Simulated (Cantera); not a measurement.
A closed system holds: 1 mol B, 7 mol H2, equilibrated at 1148 K and 1000 Pa.

Equilibrium computed with Cantera from the NASA thermochemical tables; the gas is ideal and each condensed phase is pure. Candidate condensed phases: B; 7 gas species. The numbers say what is thermodynamically allowed, not how fast it happens.

Base state: H2 1.000 (mole fractions); condensed: B(s).

Question: What changes in the equilibrium state with this change: B replaced by BCl3?

Answer: 
```
species    before    after
---------  ------  -------
H2          1.000    0.757
HCl             0    0.183
BCl3            0   0.0602
BCl2            0  1.78e-5
B(s), mol   1.000    0.503
```
The tables' values for BCl2 are old estimates; treat these amounts as uncertain. Gases not in the tables: BHCl2.
